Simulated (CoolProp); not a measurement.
Vapour-liquid equilibrium of carbon dioxide (1) + propane (2) at 1.31 MPa; x and y are mole fractions of (1).

Values from CoolProp's multi-fluid Helmholtz-energy mixture model, Span 1996 and Lemmon 2009; pair parameters Kunz 2012.

Problem. Give the bubble temperature and the first vapour's composition at x = 0.35, 0.5, 0.875. Is there an azeotrope?

Solution. x = 0.35: 255.8 K, y = 0.820; x = 0.5: 249.3 K, y = 0.873; x = 0.875: 242.5 K, y = 0.947. No azeotrope shows between x = 0.05 and 0.95.

The pair parameters rest on a limited set of measurements; away from them the model extrapolates.
